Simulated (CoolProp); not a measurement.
Vapour-liquid equilibrium of carbon dioxide (1) + sulfur dioxide (2) at -39.95 °C; x and y are mole fractions of (1).

The numbers come from the multi-fluid Helmholtz-energy mixture model, Span 1996 and Gao 2016; pair parameters Bell 2016 in CoolProp.

**Question.** Give the bubble pressure and the first vapour's composition at x = 0.45, 0.55, 0.95. Is there an azeotrope?

**Answer.** x = 0.45: 0.5341 MPa, y = 0.972; x = 0.55: 0.6203 MPa, y = 0.979; x = 0.95: 0.9535 MPa, y = 0.997. No azeotrope shows between x = 0.05 and 0.95.

The pair parameters rest on a limited set of measurements; away from them the model extrapolates.
